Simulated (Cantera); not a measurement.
A perfectly stirred reactor is fed with CH4 : H2 = 0.014 : 1 (molar parts), at 150 Torr; it is held at 2100 K, and followed from long to short residence time.

Detailed kinetics in Cantera: GRI-Mech 3.0 (53 species, 325 reactions). GRI-Mech 3.0 stops at C3 and has no aromatics, soot or wall deposition, so with more carbon than oxygen in the feed, carbon stays in small species such as C2H2 where larger ones or solid carbon would form.

Problem. What does this change do: CH4 0.014 to 0.033 parts?

Solution. 
```csv
quantity,before,after
x(CH4) at τ = 2.30 s,0.000390,0.000588
x(H2) at τ = 2.30 s,0.986,0.977
x(C2H2) at τ = 2.30 s,0.00656,0.0151
x(H) at τ = 2.30 s,0.00693,0.00689
x(C2H) at τ = 2.30 s,1.19e-6,2.74e-6
x(CH4) at τ = 26.0 ms,0.00330,0.00531
x(H2) at τ = 26.0 ms,0.985,0.975
x(C2H2) at τ = 26.0 ms,0.00494,0.0125
x(H) at τ = 26.0 ms,0.00639,0.00631
x(C2H) at τ = 26.0 ms,8.27e-7,2.09e-6
```

Problem. What does this change do: temperature 2100 to 2675 K?

Solution. 
| quantity | before | after |
|---|---|---|
| x(CH4) at τ = 2.30 s | 0.000390 | 1.12e-5 |
| x(H2) at τ = 2.30 s | 0.986 | 0.884 |
| x(C2H2) at τ = 2.30 s | 0.00656 | 0.00633 |
| x(H) at τ = 2.30 s | 0.00693 | 0.109 |
| x(C2H) at τ = 2.30 s | 1.19e-6 | 7.92e-5 |
| x(CH4) at τ = 26.0 ms | 0.00330 | 5.71e-5 |
| x(H2) at τ = 26.0 ms | 0.985 | 0.897 |
| x(C2H2) at τ = 26.0 ms | 0.00494 | 0.00631 |
| x(H) at τ = 26.0 ms | 0.00639 | 0.0969 |
| x(C2H) at τ = 26.0 ms | 8.27e-7 | 6.90e-5 |

Problem. What does this change do: pressure from 150 Torr to 100.0 Torr?

Solution. 
```csv
quantity,before,after
x(CH4) at τ = 2.30 s,0.000390,0.000367
x(H2) at τ = 2.30 s,0.986,0.985
x(C2H2) at τ = 2.30 s,0.00656,0.00656
x(H) at τ = 2.30 s,0.00693,0.00844
x(C2H) at τ = 2.30 s,1.19e-6,1.45e-6
x(CH4) at τ = 26.0 ms,0.00330,0.00342
x(H2) at τ = 26.0 ms,0.985,0.984
x(C2H2) at τ = 26.0 ms,0.00494,0.00484
x(H) at τ = 26.0 ms,0.00639,0.00736
x(C2H) at τ = 26.0 ms,8.27e-7,9.35e-7
```
